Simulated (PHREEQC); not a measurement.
Make-up at 25 °C: 7.7 mmol/kgw LiOH, 0.32 mmol/kgw H3BO3 and 27 mmol/kgw K2CO3. Closed to the air; pH follows from the charge balance.

Model: ion-association model, phreeqc.dat, run in PHREEQC.

Question: The ionic strength comes out as 0.0882 mol/kgw. What activity coefficients do HCO3-, Li+, H2BO3-, K+, CO3-2 get?

Answer: HCO3- 0.80, Li+ 0.80, H2BO3- 0.79, K+ 0.77, CO3-2 0.40.

No solid was allowed to form. Species that the database lacks are ignored.
